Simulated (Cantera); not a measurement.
A perfectly stirred reactor is fed with C₃H₈ : O₂ : N₂ : H₂O = 1 : 5 : 18.8 : 1.2 (molar parts), equivalence ratio 1.0, at 1.78 atm; it is adiabatic with a 450 K inlet, and is followed from long to short residence time, starting on the burning branch (τ in s: 0.47, 0.12, 0.031, 0.0078, 0.002, 0.00051, 0.00013, 3.3e-05, 8.5e-06).

Cantera simulation using GRI-Mech 3.0 (53 species, 325 reactions); the numbers are that mechanism's predictions, not measurements. GRI-Mech 3.0 was tuned for natural gas; its chemistry of propane as a main component is partial and can be far from experiment.

Q: What does this change do: pressure from 1.78 atm to 0.918 atm?

A: 
```tsv
quantity	before	after
blow-out, bracketed by the residence times tried	burning at 0.130 ms, out at 33.0 µs	burning at 0.130 ms, out at 33.0 µs
x(C₃H₈) at τ = 0.470 s	2.25e-8	3.63e-8
x(O₂) at τ = 0.470 s	0.00559	0.00667
x(H₂O) at τ = 0.470 s	0.185	0.184
x(H₂) at τ = 0.470 s	0.00374	0.00442
x(CH₂) at τ = 0.470 s	1.75e-8	2.90e-8
x(C₃H₈) at τ = 2.00 ms	3.37e-6	4.79e-6
x(O₂) at τ = 2.00 ms	0.0131	0.0167
x(H₂O) at τ = 2.00 ms	0.177	0.171
x(H₂) at τ = 2.00 ms	0.00802	0.0107
x(CH₂) at τ = 2.00 ms	1.60e-6	1.87e-6
```

Q: What does this change do: pressure from 1.78 atm to 7.50 atm?

A: 
```csv
quantity,before,after
"blow-out, bracketed by the residence times tried","burning at 0.130 ms, out at 33.0 µs","burning at 33.0 µs, out at 8.50 µs"
x(C₃H₈) at τ = 0.470 s,2.25e-8,8.09e-9
x(O₂) at τ = 0.470 s,0.00559,0.00378
x(H₂O) at τ = 0.470 s,0.185,0.187
x(H₂) at τ = 0.470 s,0.00374,0.00262
x(CH₂) at τ = 0.470 s,1.75e-8,5.41e-9
x(C₃H₈) at τ = 2.00 ms,3.37e-6,1.54e-6
x(O₂) at τ = 2.00 ms,0.0131,0.00727
x(H₂O) at τ = 2.00 ms,0.177,0.184
x(H₂) at τ = 2.00 ms,0.00802,0.00411
x(CH₂) at τ = 2.00 ms,1.60e-6,8.59e-7
```
